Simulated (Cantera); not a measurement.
# Si + Cl2 + H2 (chlorosilane synthesis and conversion)

Feed: 1 mol Si, 3 mol Cl2, 13 mol H2, at 0.100 bar.

Equilibrium computed with Cantera from the NASA thermochemical tables; the gas is ideal and each condensed phase is pure. Candidate condensed phases: Si; 19 gas species. The tables' values for SiCl3 are old estimates; treat these amounts as uncertain. Equilibrium is a limit: real reactors are often held back by kinetics, nucleation or transport.

From 602 °C to 1352 °C nothing is condensed. The main Si-bearing gas is SiCl4 at 602 °C and SiCl2 at 1352 °C.

| T (°C) | log p H2 | log p HCl | log p SiCl4 | log p SiCl2 | log p SiCl3 | log p SiHCl3 |
|---|---|---|---|---|---|---|
| 602 | -1.10 | -1.87 | -2.18 | -8.21 | -6.08 | -4.07 |
| 677 | -1.10 | -1.87 | -2.19 | -6.81 | -5.26 | -3.76 |
| 752 | -1.10 | -1.86 | -2.20 | -5.63 | -4.57 | -3.50 |
| 827 | -1.10 | -1.85 | -2.22 | -4.64 | -4.00 | -3.30 |
| 902 | -1.10 | -1.84 | -2.26 | -3.82 | -3.53 | -3.16 |
| 977 | -1.11 | -1.80 | -2.34 | -3.20 | -3.20 | -3.11 |
| 1052 | -1.12 | -1.74 | -2.50 | -2.78 | -3.01 | -3.17 |
| 1127 | -1.14 | -1.69 | -2.74 | -2.52 | -2.95 | -3.34 |
| 1202 | -1.15 | -1.65 | -3.06 | -2.38 | -2.99 | -3.59 |
| 1277 | -1.15 | -1.63 | -3.44 | -2.30 | -3.09 | -3.87 |
| 1352 | -1.16 | -1.62 | -3.82 | -2.26 | -3.23 | -4.17 |
log p: log10 of the partial pressure in bar; nothing condenses.
